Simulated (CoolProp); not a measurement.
A single-stage vapour-compression cycle with the fluid: evaporating at 309.15 K (dew point), condensing at 362.15 K (bubble point), superheat 8 K, subcooling 0 K, compressor efficiency 0.75, no pressure losses. The same conditions are run with several fluids, on thermodynamics alone (safety and materials aside).

Values from CoolProp's reference Helmholtz-energy equation of state of each fluid (chloromethane (R40): Thol 2014; n-pentane: Thol 2019; the fluoroketone C6F12O (FK-5-1-12): McLinden 2015; n-perfluorobutane: Gao 2022; R11: Jacobsen 1992; isobutene: Lemmon 2005).

| fluid | cooling COP | pressure ratio | discharge temperature (K) | refrigerating effect (kJ/kg) | volumetric capacity (kJ/m³) |
|---|---|---|---|---|---|
| chloromethane (R40) | 3.36 | (withheld) | (withheld) | 275 | 4680 |
| n-pentane | 3.34 | 4.54 | 362.9 | 239 | 688 |
| the fluoroketone C6F12O (FK-5-1-12) | 2.37 | 5.38 | 362.1 | 38.5 | 303 |
| n-perfluorobutane | 1.69 | (withheld) | 362.1 | 25.2 | 961 |
| R11 | 3.60 | 4.21 | 385.3 | 133 | (withheld) |
| isobutene | 3.14 | 3.51 | (withheld) | 221 | 2190 |

### Question
What belongs in the gaps?

### Answer

- chloromethane (R40), pressure ratio: 3.35
- chloromethane (R40), discharge temperature (K): 421.5
- n-perfluorobutane, pressure ratio: 3.75
- R11, volumetric capacity (kJ/m³): 1110
- isobutene, discharge temperature (K): 372.0

The compression ends wet for: the fluoroketone C6F12O (FK-5-1-12); n-perfluorobutane.
